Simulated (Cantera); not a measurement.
Ignition delay

Mixture: 9.19 % CH4, 0.340 % H2, 16.8 % O2, 60.8 % N2, 12.9 % H2O, equivalence ratio 1.1, at 150000 Pa, adiabatic and at constant volume. Ignition delay is the time to a rise of 400 K.

Cantera simulation using GRI-Mech 3.0 (53 species, 325 reactions); the numbers are that mechanism's predictions, not measurements.

```
T0 (K)  delay (ms)
------  ----------
1100          76.9
1175          33.2
1250          14.1
1325          6.03
1400          2.62
```

| Quantity | Result |
|---|---|
| apparent activation energy between 1250 and 1400 K | 160 kJ/mol |
